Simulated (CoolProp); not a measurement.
Vapour-liquid equilibrium of benzene (1) + octamethylcyclotetrasiloxane (D4) (2) at 0.491 bar; x and y are mole fractions of (1).

The numbers come from the multi-fluid Helmholtz-energy mixture model, Thol 2012 and Thol 2015; pair parameters Bell 2016 in CoolProp.

```csv
x,bubble temperature (K),y at the bubble point,dew temperature at overall composition x (K),liquid density (mol/L)
0.05,410.7,0.331,420.9,2.871
0.125,394.3,0.643,418.4,3.143
0.2,380.8,0.802,415.8,3.432
0.275,370.3,0.883,413.0,3.742
0.35,362.3,0.926,409.9,4.079
0.425,356.1,0.950,406.5,4.454
0.5,351.2,0.965,402.8,4.877
0.575,347.2,0.975,398.6,5.364
0.65,343.7,0.983,393.8,5.932
0.725,340.7,0.988,388.1,6.606
0.8,337.9,0.992,381.1,7.420
0.875,335.3,0.996,371.6,8.422
0.95,332.9,0.999,356.2,9.684
```

No azeotrope shows between x = 0.05 and 0.95.

Pair parameters are fitted to limited data, so mixtures are less certain than the pure fluids.
